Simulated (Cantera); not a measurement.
Cantera run, input and output.

```python
import numpy as np
import cantera as ct

gas = ct.Solution("gri30.yaml")
gas.TPX = 700, 70000, {'C3H8': 1, 'O2': 5.32, 'N2': 14.4}
flame = ct.FreeFlame(gas, width=0.051)
flame.set_refine_criteria(ratio=3, slope=0.08, curve=0.16)
flame.transport_model = "mixture-averaged"
flame.solve(loglevel=0, auto=True)
z, T = flame.grid, flame.T
thick = (T[-1] - T[0]) / np.gradient(T, z).max()
show = ['C3H8', 'O2', 'C2H4', 'CH4', 'HO2', 'CH2O']
print(f"laminar burning velocity  {flame.velocity[0] * 100:.3f} cm/s")
print(f"burnt temperature         {T[-1]:.1f} K")
print(f"thermal thickness         {thick * 1e3:.4f} mm")
print(f"grid points               {len(z)}")
z0 = z[flame.heat_release_rate.argmax()]
print(f"{'z/mm':>9s}{'T/K':>9s}{'u/(m/s)':>9s}" + "".join(f"{s:>11s}" for s in show))
rows = []
for k in (-3, -2, -1.5, -1, -0.5, -0.25, 0, 0.25, 0.5, 1, 2, 4, 8):
    zz = z0 + k * thick
    rows.append([k * thick, np.interp(zz, z, T), np.interp(zz, z, flame.velocity),
                 *(np.interp(zz, z, flame.X[gas.species_index(s)]) for s in show)])
    print(f"{rows[-1][0] * 1e3:9.3f}{rows[-1][1]:9.1f}{rows[-1][2]:9.3f}" + "".join(f"{x:11.3e}" for x in rows[-1][3:]))
```

Result:

```
laminar burning velocity  304.479 cm/s
burnt temperature         2580.9 K
thermal thickness         0.2678 mm
grid points               160
     z/mm      T/K  u/(m/s)       C3H8         O2       C2H4        CH4        HO2       CH2O
   -0.803    700.0    3.048  4.822e-02  2.565e-01  3.805e-07  5.845e-07  1.901e-07  1.731e-07
   -0.536    700.7    3.057  4.813e-02  2.559e-01  6.581e-06  6.838e-06  2.423e-06  2.941e-06
   -0.402    703.6    3.078  4.799e-02  2.549e-01  4.258e-05  3.271e-05  1.121e-05  1.836e-05
   -0.268    730.2    3.219  4.734e-02  2.505e-01  4.713e-04  2.341e-04  5.426e-05  1.753e-04
   -0.134   1008.7    4.586  3.673e-02  2.180e-01  7.121e-03  1.910e-03  1.916e-04  1.563e-03
   -0.067   1417.1    6.702  1.405e-02  1.691e-01  1.411e-02  3.064e-03  5.008e-04  2.623e-03
    0.000   1843.9    8.992  7.770e-04  1.134e-01  6.730e-03  1.887e-03  3.698e-04  1.513e-03
    0.067   2058.0   10.127  3.487e-06  7.690e-02  7.159e-04  4.037e-04  6.231e-05  3.115e-04
    0.134   2118.1   10.425  2.519e-09  5.944e-02  3.085e-05  4.397e-05  1.204e-05  3.565e-05
    0.268   2156.7   10.559  2.228e-15  4.804e-02  3.488e-08  3.131e-07  6.606e-06  2.526e-07
    0.536   2204.9   10.723  5.527e-23  4.295e-02  8.666e-13  7.658e-11  5.670e-06  2.562e-10
    1.071   2270.0   10.979  6.782e-31  4.039e-02  2.083e-18  1.951e-15  4.912e-06  1.557e-10
    2.142   2356.6   11.326  4.833e-40  3.804e-02  8.849e-25  1.507e-16  4.282e-06  1.419e-10
```

Computed with Cantera and GRI-Mech 3.0 (53 species, 325 reactions). GRI-Mech 3.0 was tuned for natural gas; its chemistry of propane as a main component is partial and can be far from experiment. Burning velocities carry a grid error of a few per cent, more on coarse grids.
